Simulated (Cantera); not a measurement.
A perfectly stirred reactor is fed with CH4 : O2 : N2 = 0.011 : 0.012 : 1 (molar parts), at 100000 Pa; it is held at 1273 K, and followed from long to short residence time.

Model: GRI-Mech 3.0 (53 species, 325 reactions), integrated in Cantera.

**Question.** What does this change do: temperature 1273 to 950 K?

**Answer.** 
```csv
quantity,before,after
x(CH4) at τ = 0.420 s,0.00263,0.0108
x(O2) at τ = 0.420 s,0.00258,0.0117
x(HCN) at τ = 0.420 s,9.41e-9,<1e-12
x(N2O) at τ = 0.420 s,9.22e-9,<1e-12
x(CH2CO) at τ = 0.420 s,3.14e-5,<1e-12
x(CH4) at τ = 61.0 ms,0.0107,0.0108
x(O2) at τ = 61.0 ms,0.0117,0.0117
x(HCN) at τ = 61.0 ms,<1e-12,<1e-12
x(N2O) at τ = 61.0 ms,1.59e-10,<1e-12
x(CH2CO) at τ = 61.0 ms,6.14e-9,<1e-12
```

**Question.** What does this change do: temperature 1273 to 975 K?

**Answer.** 
| quantity | before | after |
|---|---|---|
| x(CH4) at τ = 0.420 s | 0.00263 | 0.0108 |
| x(O2) at τ = 0.420 s | 0.00258 | 0.0117 |
| x(HCN) at τ = 0.420 s | 9.41e-9 | <1e-12 |
| x(N2O) at τ = 0.420 s | 9.22e-9 | <1e-12 |
| x(CH2CO) at τ = 0.420 s | 3.14e-5 | <1e-12 |
| x(CH4) at τ = 61.0 ms | 0.0107 | 0.0108 |
| x(O2) at τ = 61.0 ms | 0.0117 | 0.0117 |
| x(HCN) at τ = 61.0 ms | <1e-12 | <1e-12 |
| x(N2O) at τ = 61.0 ms | 1.59e-10 | <1e-12 |
| x(CH2CO) at τ = 61.0 ms | 6.14e-9 | <1e-12 |
